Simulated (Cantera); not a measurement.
An adiabatic, constant-pressure homogeneous reactor starts with C₃H₈ : O₂ : N₂ = 1 : 9.62 : 36.2 (molar parts), equivalence ratio 0.52, at 1350 K and 0.860 bar. Integrator tolerance rtol = 1e-08.

Cantera simulation using GRI-Mech 3.0 (53 species, 325 reactions); the numbers are that mechanism's predictions, not measurements. GRI-Mech 3.0 was tuned for natural gas; its chemistry of propane as a main component is partial and can be far from experiment.

Task: What does this change do: pressure from 0.860 bar to 3.50 bar?

Result: 
```
quantity                                                            before                                    after
---------------------------------  ---------------------------------------  ---------------------------------------
time of steepest temperature rise                                 0.452 ms                                 0.227 ms
temperature at 4.00 s                                               2359 K                                   2385 K
equilibrium temperature                                             2359 K                                   2385 K
x(C₃H₈) at 4.00 s                    <1e-12 (gas-phase equilibrium <1e-12)    <1e-12 (gas-phase equilibrium <1e-12)
x(O₂) at 4.00 s                      0.0899 (gas-phase equilibrium 0.0899)    0.0897 (gas-phase equilibrium 0.0897)
x(CH₂) at 4.00 s                     <1e-12 (gas-phase equilibrium <1e-12)    <1e-12 (gas-phase equilibrium <1e-12)
x(C₂H₂) at 4.00 s                    <1e-12 (gas-phase equilibrium <1e-12)    <1e-12 (gas-phase equilibrium <1e-12)
x(NO₂) at 4.00 s                   7.12e-6 (gas-phase equilibrium 7.12e-6)  1.46e-5 (gas-phase equilibrium 1.46e-5)
x(HO₂) at 4.00 s                   4.39e-6 (gas-phase equilibrium 4.39e-6)  6.76e-6 (gas-phase equilibrium 6.76e-6)
x(C₂H) at 4.00 s                     <1e-12 (gas-phase equilibrium <1e-12)    <1e-12 (gas-phase equilibrium <1e-12)
```
